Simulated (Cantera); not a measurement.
Equilibrium for hydrogen reduction and annealing atmospheres: FeS + H2

Charge: 1 mol FeS, 17 mol H2, held at 0.133 bar.

Method: chemical equilibrium by Gibbs-energy minimisation in Cantera with the NASA 1993 tables (ideal gas, pure condensed phases). Candidate condensed phases: Fe, FeS, FeS2, S; 8 gas species. Metal and sulfide melt together well below either melting point, which pure phases cannot show. Mutual solubility and eutectic melting of coexisting phases are not modelled. FeS: taken at fixed stoichiometry. Gases not in the tables: S3 to S7. Rates play no part.

| T (°C) | x H2 | x H2S | x S2 | x SH | x H | x Fe | x S | n Fe(α) | n FeS(s) | n Fe(γ) | n FeS(l) | n Fe(δ) | n Fe(l) |
|---|---|---|---|---|---|---|---|---|---|---|---|---|---|
| 625 | 1.000 | 0.000450 | 7.11e-12 | 7.88e-10 | 3.00e-10 | <1e-12 | <1e-12 | 0.00766 | 0.992 | 0 | 0 | 0 | 0 |
| 775 | 0.998 | 0.00158 | 2.75e-9 | 6.48e-8 | 2.11e-8 | 1.05e-12 | 3.27e-12 | 0.0269 | 0.973 | 0 | 0 | 0 | 0 |
| 925 | 0.996 | 0.00416 | 2.56e-7 | 1.82e-6 | 5.20e-7 | 3.48e-10 | 7.04e-10 | 0 | 0.929 | 0.0708 | 0 | 0 | 0 |
| 1075 | 0.991 | 0.00876 | 8.62e-6 | 2.42e-5 | 6.31e-6 | 3.06e-8 | 4.60e-8 | 0 | 0.850 | 0.150 | 0 | 0 | 0 |
| 1225 | 0.985 | 0.0146 | 0.000122 | 0.000176 | 4.67e-5 | 1.08e-6 | 1.20e-6 | 0 | 0 | 0.255 | 0.745 | 0 | 0 |
| 1375 | 0.980 | 0.0183 | 0.000732 | 0.000740 | 0.000241 | 1.96e-5 | 1.44e-5 | 0 | 0 | 0.349 | 0.651 | 0 | 0 |
| 1525 | 0.971 | 0.0220 | 0.00325 | 0.00244 | 0.000950 | 0.000215 | 0.000114 | 0 | 0 | 0 | 0.469 | 0.527 | 0 |
| 1675 | 0.950 | 0.0260 | 0.0121 | 0.00680 | 0.00302 | 0.00150 | 0.000675 | 0 | 0 | 0 | 0 | 0 | 0.974 |
| 1825 | 0.941 | 0.0182 | 0.0135 | 0.00990 | 0.00817 | 0.00778 | 0.00186 | 0 | 0 | 0 | 0 | 0 | 0.863 |
x: gas mole fraction; n: condensed amount in mol.

From 625 °C to 775 °C the condensed part is Fe(α) + FeS(s). From 925 °C to 1075 °C the condensed part is Fe(γ) + FeS(s). From 1225 °C to 1375 °C the condensed part is Fe(γ) + FeS(l). At 1525 °C the condensed part is Fe(δ) + FeS(l). From 1675 °C to 1825 °C the condensed part is Fe(l).
